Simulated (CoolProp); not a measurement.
Aqueous ammonia as a coolant, at -5 °C, 1 atm.

Computed with CoolProp (Melinder's fits for secondary coolants).

```tsv
mass %	freezing point (°C)	density (kg/m³)	cp (kJ/(kg K))	conductivity (W/(m K))	viscosity (mPa s)
6.8	-8.6	974.0	4.223	0.504	2.35
10.4	-14.3	961.9	4.227	0.486	2.38
14	-21.1	950.7	4.231	0.466	2.48
17.6	(withheld)	940.2	4.235	0.447	2.60
21.2	(withheld)	930.2	4.240	0.431	2.66
24.8	-54.6	920.6	4.245	(withheld)	2.64
```

**Question.** Some entries are withheld; supply them.

**Answer.** 
- 17.6, freezing point (°C): -29.6
- 21.2, freezing point (°C): -40.4
- 24.8, conductivity (W/(m K)): 0.418
